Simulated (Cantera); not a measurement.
Feed: 1 mol PbO, 2700 mol H2, 0.64 mol H2O, equilibrated at 1975 K and 1700 Pa.

Cantera equilibrium calculation (NASA polynomials, part measured and part estimated; ideal gas, pure solids and liquids). Candidate condensed phases: H2O, Pb, PbO, PbO2, Pb3O4; 12 gas species. Kinetics and transport are ignored.

Base state: H2 0.989, H 0.0104, H2O 0.000603, Pb 0.000368 (mole fractions); condensed: gas only.

### Question
What changes in the equilibrium state with this change: pressure from 1700 Pa to 13300 Pa?

### Answer
```json
[
 {"species": "H2", "before": "0.989", "after": "0.995"},
 {"species": "H", "before": "0.0104", "after": "0.00374"},
 {"species": "H2O", "before": "0.000603", "after": "0.000606"},
 {"species": "Pb", "before": "0.000368", "after": "0.000369"}
]
```
